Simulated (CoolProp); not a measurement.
Model: reference Helmholtz-energy equation of state, Gao 2016, in CoolProp.

**Question.** For sulfur dioxide, give the phase and the cp (kJ/(kg K)) at 325.9 K and 22 kPa; 349.3 K and 723 kPa; 209.3 K and 32.3 kPa.

**Answer.** 
- 325.9 K and 22 kPa: gas; cp 0.642
- 349.3 K and 723 kPa: gas; cp 0.758
- 209.3 K and 32.3 kPa: liquid; cp 1.37
